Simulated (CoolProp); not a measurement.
Model: reference Helmholtz-energy equation of state, Setzmann 1991, in CoolProp.

**Question.** For methane, give the phase and the Z, expansivity (1/kK), conductivity (mW/(m K)) at 135.1 K and 4160 kPa; 178.5 K and 4160 kPa; 221.9 K and 4160 kPa.

**Answer.** 
- 135.1 K and 4160 kPa: liquid; Z 0.152, expansivity 4.15, conductivity 156
- 178.5 K and 4160 kPa: liquid; Z 0.154, expansivity 13.3, conductivity 92.6
- 221.9 K and 4160 kPa: gas; Z 0.786, expansivity 9.41, conductivity 30.4

Thermal conductivity comes from a separate model (Friend 1989).
